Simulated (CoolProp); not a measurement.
The numbers come from the reference Helmholtz-energy equation of state, Gao 2020 in CoolProp.

### Question
For ammonia, give the phase and the speed of sound (m/s), viscosity (µPa s) at 427.1 K and 1.08 bar.

### Answer
- 427.1 K and 1.08 bar: gas; speed of sound 513, viscosity 15.0

Viscosity comes from a separate model (Fenghour 1995).
